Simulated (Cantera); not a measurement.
A closed system holds: 1 mol Si₂Cl₆, 11 mol N₂, a varied amount of H₂, at 2000 K and 6.30 mbar.

Method: chemical equilibrium by Gibbs-energy minimisation in Cantera with the NASA 1993 tables (ideal gas, pure condensed phases). Candidate condensed phases: NH₄Cl, Si, Si₃N₄; 28 gas species. The feed counts by its element totals alone. The tables' values for SiCl, SiCl₃, SiN are old estimates; treat these amounts as uncertain. Gases not in the tables: Si₂H₆ and higher silanes. Equilibrium is a limit: real reactors are often held back by kinetics, nucleation or transport.

x: gas mole fraction; n: condensed amount in mol.

```tsv
n(H₂) (mol)	x N₂	x H₂	x HCl	x SiCl₂	x H	n Si(l)
3.6	0.618	0.140	0.116	0.106	0.00768	0
4.5	0.588	0.179	0.113	0.0995	0.00868	0
5.6	0.554	0.222	0.110	0.0923	0.00966	0
7.1	0.514	0.273	0.106	0.0838	0.0107	0
8.8	0.475	0.323	0.102	0.0756	0.0116	0
11	0.433	0.376	0.101	0.0648	0.0126	(withheld)
14	0.386	0.436	0.0986	0.0535	0.0135	(withheld)
17	0.349	0.484	0.0955	0.0451	0.0143	(withheld)
22	0.300	0.548	0.0896	0.0351	0.0152	(withheld)
```

### Question
What belongs in the gaps?

### Answer

- 11, n Si(l): 0.0856
- 14, n Si(l): 0.184
- 17, n Si(l): 0.261
- 22, n Si(l): 0.357
